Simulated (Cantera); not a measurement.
**Hydrocarbon pyrolysis for carbon deposition**

An isothermal, constant-pressure homogeneous reactor starts with 33.3 % C2H6, 66.7 % H2, at 1900 K and 1330 Pa.

Model: GRI-Mech 3.0 (53 species, 325 reactions), integrated in Cantera. GRI-Mech 3.0 stops at C3 and has no aromatics, soot or wall deposition, so with more carbon than oxygen in the feed, carbon stays in small species such as C2H2 where larger ones or solid carbon would form. Radical loss at walls, strong at low pressure, is not modelled.

```
t (s)       x C2H6   x H2    x C2H2    x C2H4     x CH4
--------  --------  -----  --------  --------  --------
2.00e-6      0.326  0.663  6.88e-10   7.36e-6  0.000296
5.79e-6      0.311  0.656   7.02e-8  0.000219   0.00231
1.68e-5      0.261  0.638   1.36e-5   0.00502    0.0158
4.85e-5      0.126  0.596   0.00158    0.0396    0.0827
0.000140   0.00702  0.570    0.0355    0.0632     0.194
0.000406  0.000688  0.630    0.0985    0.0321     0.185
0.00118   0.000227  0.673     0.135    0.0125     0.155
0.00340    8.33e-5  0.704     0.155   0.00435     0.123
0.00985    3.40e-5  0.732     0.170   0.00169    0.0874
0.0285     1.10e-5  0.762     0.184  0.000548    0.0477
0.0825     1.84e-6  0.784     0.194  0.000115    0.0172
0.239      1.31e-7  0.793     0.198   3.38e-5   0.00381
0.691      6.02e-9  0.794     0.199   2.59e-5  0.000737
2.00      5.86e-10  0.794     0.199   2.55e-5  0.000219
```
x: mole fraction; the columns are a selection and need not sum to one.

Equilibrium at this temperature and pressure: C2H6 2.12e-10, H2 0.794, C2H2 0.199, C2H4 2.55e-5, CH4 0.000120 (gas phase only).
